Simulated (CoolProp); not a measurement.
The numbers come from the reference Helmholtz-energy equation of state, Lemmon 2006 in CoolProp. It is a short technical equation, of lower accuracy than the large ones.

Q: For n-decane, give the phase and the cp (kJ/(kg K)), cv (kJ/(kg K)) at 267.65 °C and 1.01 bar; 346.85 °C and 1.01 bar.

A: 
- 267.65 °C and 1.01 bar: gas; cp 2.67, cv 2.61
- 346.85 °C and 1.01 bar: gas; cp 2.92, cv 2.86
